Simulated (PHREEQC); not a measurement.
## Ultrapure water in contact with air or piping: an equilibrium model

Model water analysis in mmol/kgw, 25 °C, pH 6.53, pe 10.6:

```
constituent           mmol/kgw
--------------------  --------
Na                       0.022
K                     6.73e-08
Ca                     0.00765
Mg                     0.00042
Cl                     0.00268
S(6)                   0.00363
Alkalinity (meq/kgw)    0.0294
Si                    5.37e-05
Zn                    1.16e-05
```

Valence states are taken as typed.

The numbers come from PHREEQC with the ion-association model, phreeqc.dat.

Each row changes one thing in this solution. This is a speciation only: nothing precipitates in the calculation.

```tsv
case	CO2 (mol/kgw)	CO3-2 (mol/kgw)	CaSO4 (mol/kgw)	CaHCO3+ (mol/kgw)	NaSO4- (mol/kgw)	NaHCO3 (mol/kgw)	SI of Quartz (SiO2)
as made	1.95e-5	4.83e-9	4.61e-9	2.80e-9	3.87e-10	3.61e-10	-3.29
pH from 6.53 to 7.53 at the same alkalinity	?	?	4.61e-9	2.73e-9	3.87e-10	3.53e-10	-3.29
K from 6.73e-08 to 2.02e-07 mmol/kgw	1.95e-5	4.83e-9	4.61e-9	2.80e-9	3.87e-10	3.61e-10	-3.29
temperature from 25 to 85 °C at the same typed pH	?	7.40e-9	6.64e-9	4.11e-9	?	2.62e-10	?
pH from 6.53 to 6.83 at the same alkalinity	9.72e-6	9.57e-9	4.61e-9	2.78e-9	3.87e-10	3.58e-10	-3.29
```

What belongs in the gaps?


- pH from 6.53 to 7.53 at the same alkalinity, CO2 (mol/kgw): 1.91e-6
- pH from 6.53 to 7.53 at the same alkalinity, CO3-2 (mol/kgw): 4.72e-8
- temperature from 25 to 85 °C at the same typed pH, CO2 (mol/kgw): 1.90e-5
- temperature from 25 to 85 °C at the same typed pH, NaSO4- (mol/kgw): 5.28e-10
- temperature from 25 to 85 °C at the same typed pH, SI of Quartz (SiO2): -4.02

Constants without temperature data keep their 25 °C values here.
